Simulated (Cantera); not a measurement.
A closed system holds: 1 mol SiCl4, 0.092 mol C2H4, 7.1 mol H2, at 2073.15 K and 13.3 mbar.

These are equilibrium values from Cantera (NASA tables, ideal gas, pure condensed phases), not measurements of a reactor. The tables' values for SiCl, SiCl3 are old estimates; treat these amounts as uncertain. Gases not in the tables: Si2H6 and higher silanes. Rates play no part.

```json
[
 {"species": "H2", "before": "0.637", "after": "0.968"},
 {"species": "H", "before": "0.0182", "after": "0.0224"},
 {"species": "HCl", "before": "0.253", "after": "0.00764"},
 {"species": "SiCl2", "before": "0.0809", "after": "2.86e-5"},
 {"species": "Si", "before": "0.00273", "after": "0.00161"},
 {"species": "SiCl3", "before": "0.000532", "after": "4.60e-9"},
 {"species": "SiCl", "before": "0.00212", "after": "3.06e-5"},
 {"species": "Cl", "before": "0.00534", "after": "0.000131"},
 {"species": "C2H2 (acetylene)", "before": "2.98e-5", "after": "0.000130"},
 {"species": "Si2", "before": "1.22e-5", "after": "4.25e-6"},
 {"species": "SiC2", "before": "5.99e-6", "after": "1.01e-5"},
 {"species": "SiC(s), mol", "before": "0.182", "after": "0.00991"}
]
```
Gas species are given as mole fractions.

Q: Name the change that produced these shifts.
A) temperature from 2073.15 K to 2150 K
B) H2 from 7.1 to 500 mol
C) pressure from 13.3 mbar to 1.00 bar
D) temperature from 2073.15 K to 1725 K

A: B, H2 from 7.1 to 500 mol. The tables' values for SiCl are old estimates; treat these amounts as uncertain
